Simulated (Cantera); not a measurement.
A perfectly stirred reactor is fed with 21.7 % NH3, 78.3 % H2, at 0.572 atm; it is held at 1925 K, and followed from long to short residence time.

Detailed kinetics in Cantera: the gas-phase N/H chemistry of the illustrative SiF4/NH3 mechanism in the Surface Chemkin manual (1991). Walls and surfaces, which speed up NH3 decomposition in real reactors, are not modelled.

Problem. Predict: x(NH3) at τ = 0.420 s; x(H2) at τ = 0.420 s; x(N2) at τ = 0.420 s; x(N2H4) at τ = 0.420 s; x(N) at τ = 0.420 s; x(NH3) at τ = 23.0 ms; x(H2) at τ = 23.0 ms; x(N2) at τ = 23.0 ms; x(N2H4) at τ = 23.0 ms; x(N) at τ = 23.0 ms.

Solution. 
| Quantity | Result |
|---|---|
| x(NH3) at τ = 0.420 s | 0.0712 |
| x(H2) at τ = 0.420 s | 0.868 |
| x(N2) at τ = 0.420 s | 0.0599 |
| x(N2H4) at τ = 0.420 s | 9.92e-9 |
| x(N) at τ = 0.420 s | 3.35e-7 |
| x(NH3) at τ = 23.0 ms | 0.193 |
| x(H2) at τ = 23.0 ms | 0.797 |
| x(N2) at τ = 23.0 ms | 0.00995 |
| x(N2H4) at τ = 23.0 ms | 3.88e-8 |
| x(N) at τ = 23.0 ms | 3.43e-7 |
